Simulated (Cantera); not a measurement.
A perfectly stirred reactor is fed with 13.2 % CO, 1.19 % H2, 16.7 % O2, 62.8 % N2, 6.06 % H2O, equivalence ratio 0.43, at 1.01 bar; it is adiabatic with a 375 K inlet, and is followed from long to short residence time, starting on the burning branch (τ in s: 0.19, 0.072, 0.027, 0.01, 0.0038, 0.0014, 0.00053, 0.0002, 7.4e-05, 2.8e-05, 1e-05).

Model: GRI-Mech 3.0 (53 species, 325 reactions), integrated in Cantera.

Task: Predict: blow-out, bracketed by the residence times tried; x(CO) at τ = 0.190 s; x(H2) at τ = 0.190 s; x(O2) at τ = 0.190 s; x(H2O2) at τ = 0.190 s; x(CO2) at τ = 0.190 s; x(CO) at τ = 1.40 ms; x(H2) at τ = 1.40 ms; x(O2) at τ = 1.40 ms; x(H2O2) at τ = 1.40 ms; x(CO2) at τ = 1.40 ms.

Result: 
| Item | Result |
|---|---|
| blow-out, bracketed by the residence times tried | burning at 1.40 ms, out at 0.530 ms |
| x(CO) at τ = 0.190 s | 0.000632 |
| x(H2) at τ = 0.190 s | 4.46e-5 |
| x(O2) at τ = 0.190 s | 0.103 |
| x(H2O2) at τ = 0.190 s | 1.13e-7 |
| x(CO2) at τ = 0.190 s | 0.141 |
| x(CO) at τ = 1.40 ms | 0.0211 |
| x(H2) at τ = 1.40 ms | 0.000849 |
| x(O2) at τ = 1.40 ms | 0.111 |
| x(H2O2) at τ = 1.40 ms | 1.51e-6 |
| x(CO2) at τ = 1.40 ms | 0.119 |
